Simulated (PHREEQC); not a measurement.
Synthetic water in mg/L, 39 °C, pH 6.24, pe 1.8:

| constituent | mg/L |
|---|---|
| Na | 1.64 |
| K | 0.3 |
| Ca | 9 |
| Mg | 0.143 |
| Cl | 11.3 |
| S(6) as SO4 | 2.66 |
| Alkalinity as HCO3 | 8.76 |
| Br | 0.115 |
| Fe(2) | 0.168 |
| Li | 0.0713 |
| B | 0.00193 |
| Sr | 0.0247 |

Valence states are taken as typed.

Model: ion-association model, phreeqc.dat, run in PHREEQC.

No solid was allowed to form.

### Question
Estimate the charge-balance error.

### Answer
charge-balance error 3.5 %.

### Question
In which forms is Fe present?

### Answer
Fe+2 98 %, FeHCO3+ 1.2 % of the Fe.

Species that the database lacks are ignored. Constants without temperature data keep their 25 °C values here.
